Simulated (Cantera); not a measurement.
Input: 1 mol Si, 0.78 mol Cl2, a varied amount of H2, at 700 K and 825 Torr.

These are equilibrium values from Cantera (NASA tables, ideal gas, pure condensed phases), not measurements of a reactor. Candidate condensed phases: Si; 19 gas species. Equilibrium is a limit: real reactors are often held back by kinetics, nucleation or transport.

Problem. At 1.1 mol H2, list the 6 most abundant gas species with their mole fractions, and the condensed phases.

Solution. H2 0.706, SiCl4 0.196, SiHCl3 0.0942, SiH2Cl2 0.00298, HCl 0.000300, SiH3Cl 2.02e-5. Condensed: Si(s).
